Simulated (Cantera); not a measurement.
An adiabatic, constant-volume homogeneous reactor starts with H2 : O2 : N2 : NO = 1 : 0.25 : 0.94 : 0.0039 (molar parts), at 950 K and 1.00 bar. Integrator tolerance rtol = 1e-08.

Cantera simulation using GRI-Mech 3.0 (53 species, 325 reactions); the numbers are that mechanism's predictions, not measurements. The mechanism lacks 2 NO + O2 → 2 NO2 and HONO, so NO2 and the effect of NO are under-described below about 1400 K.

Task: What does this change do: NO 0.0039 to 0.0086 parts?

Result: 
```
quantity                                                              before                                      after
---------------------------------  -----------------------------------------  -----------------------------------------
time of steepest temperature rise                                   0.405 ms                                   0.333 ms
temperature at 7.00 s                                                 2784 K                                     2795 K
equilibrium temperature                                               2784 K                                     2795 K
x(H2) at 7.00 s                          0.244 (gas-phase equilibrium 0.244)        0.241 (gas-phase equilibrium 0.241)
x(O2) at 7.00 s                    0.000165 (gas-phase equilibrium 0.000165)  0.000185 (gas-phase equilibrium 0.000185)
x(NO) at 7.00 s                    0.000787 (gas-phase equilibrium 0.000787)  0.000845 (gas-phase equilibrium 0.000845)
x(OH) at 7.00 s                      0.00664 (gas-phase equilibrium 0.00664)    0.00702 (gas-phase equilibrium 0.00702)
x(H) at 7.00 s                         0.0237 (gas-phase equilibrium 0.0237)      0.0244 (gas-phase equilibrium 0.0244)
x(O) at 7.00 s                     0.000406 (gas-phase equilibrium 0.000406)  0.000447 (gas-phase equilibrium 0.000447)
```

Task: What does this change do: initial temperature 950 to 1275 K?

Result: 
| quantity | before | after |
|---|---|---|
| time of steepest temperature rise | 0.405 ms | 33.7 µs |
| temperature at 7.00 s | 2784 K | 2888 K |
| equilibrium temperature | 2784 K | 2888 K |
| x(H2) at 7.00 s | 0.244 (gas-phase equilibrium 0.244) | 0.239 (gas-phase equilibrium 0.239) |
| x(O2) at 7.00 s | 0.000165 (gas-phase equilibrium 0.000165) | 0.000446 (gas-phase equilibrium 0.000446) |
| x(NO) at 7.00 s | 0.000787 (gas-phase equilibrium 0.000787) | 0.00148 (gas-phase equilibrium 0.00148) |
| x(OH) at 7.00 s | 0.00664 (gas-phase equilibrium 0.00664) | 0.0114 (gas-phase equilibrium 0.0114) |
| x(H) at 7.00 s | 0.0237 (gas-phase equilibrium 0.0237) | 0.0379 (gas-phase equilibrium 0.0379) |
| x(O) at 7.00 s | 0.000406 (gas-phase equilibrium 0.000406) | 0.00112 (gas-phase equilibrium 0.00112) |

Task: What does this change do: constant pressure in place of constant volume?

Result: 
```tsv
quantity	before	after
time of steepest temperature rise	0.405 ms	0.420 ms
temperature at 7.00 s	2784 K	2523 K
equilibrium temperature	2784 K	2523 K
x(H2) at 7.00 s	0.244 (gas-phase equilibrium 0.244)	0.248 (gas-phase equilibrium 0.248)
x(O2) at 7.00 s	0.000165 (gas-phase equilibrium 0.000165)	4.67e-5 (gas-phase equilibrium 4.67e-5)
x(NO) at 7.00 s	0.000787 (gas-phase equilibrium 0.000787)	0.000280 (gas-phase equilibrium 0.000280)
x(OH) at 7.00 s	0.00664 (gas-phase equilibrium 0.00664)	0.00303 (gas-phase equilibrium 0.00303)
x(H) at 7.00 s	0.0237 (gas-phase equilibrium 0.0237)	0.0140 (gas-phase equilibrium 0.0140)
x(O) at 7.00 s	0.000406 (gas-phase equilibrium 0.000406)	0.000111 (gas-phase equilibrium 0.000111)
```
